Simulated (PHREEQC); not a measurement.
City or well water: an equilibrium model

Synthetic water in mg/kgw, 30 °C, pH 6.79, pe 2.7: Na 115; K 56.1; Ca 31.8; Mg 15.9; Cl 108; S(6) as SO4 92.2; Alkalinity as HCO3 263; Zn 11.3; F 0.246.

Cl is adjusted to close the charge balance.
Valence states are taken as typed.

Equilibrium calculation in PHREEQC: ion-association model, phreeqc.dat.

- ionic strength: 0.0115 mol/kgw
- specific conductance: 1110 µS/cm

```
species  molality  activity   log γ
-------  --------  --------  ------
Na+       0.00498   0.00447  -0.047
HCO3-     0.00417   0.00375  -0.046
Cl-       0.00343   0.00307  -0.049
K+        0.00143   0.00128  -0.049
CO2       0.00129   0.00130   0.001
SO4-2    0.000830  0.000538  -0.188
Ca+2     0.000719  0.000469  -0.186
Mg+2     0.000580  0.000380  -0.183
Zn+2     0.000108   7.00e-5  -0.188
MgSO4     5.43e-5   5.45e-5   0.001
CaSO4     4.64e-5   4.65e-5   0.001
ZnHCO3+   3.69e-5   3.30e-5  -0.048
CaHCO3+   2.67e-5   2.40e-5  -0.046
MgHCO3+   1.91e-5   1.71e-5  -0.048
ZnCO3     1.66e-5   1.66e-5   0.001
```

No solid was allowed to form. Complexes and solids missing from the database can't appear. The database's zinc carbonate complexes are estimates, stronger than later reviews accept.
